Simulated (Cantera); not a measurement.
Gas mixture: H2O = 0.46 (molar parts), at 0.0267 bar, frozen composition.

Cantera's kinetic-theory transport with the Lennard-Jones parameters of GRI-Mech 3.0, ideal gas; thermal conductivity in the mixture-averaged form. Polar gases are described roughly by these parameters.

D: mixture-averaged diffusion coefficient of that species in the mixture.

```
T (K)  ρ (kg/m³)  cp (J/kg/K)  μ (µPa s)  λ (mW/m/K)     Pr  D (cm²/s) NO  D (cm²/s) H2  D (cm²/s) NH3
-----  ---------  -----------  ---------  ----------  -----  ------------  ------------  -------------
400       0.0144         1902       14.0        37.0  0.718          14.9          55.2           13.3
500       0.0116         1955        ___         ___  0.718           ___           ___            ___
600      0.00963         2016       21.5        60.4  0.718          31.6           113           30.6
700      0.00825         2082       25.2        73.4  0.716          41.7           148           41.6
800      0.00722         2150       29.0        87.3  0.714          52.9           187           54.2
900      0.00642         2220        ___         ___  0.712           ___           ___            ___
```

Problem. What belongs in the gaps?

Solution. 
- 500, μ (µPa s): 17.7
- 500, λ (mW/m/K): 48.2
- 500, D (cm²/s) NO: 22.6
- 500, D (cm²/s) H2: 82.4
- 500, D (cm²/s) NH3: 21.1
- 900, μ (µPa s): 32.6
- 900, λ (mW/m/K): 102
- 900, D (cm²/s) NO: 65.0
- 900, D (cm²/s) H2: 228
- 900, D (cm²/s) NH3: 68.3
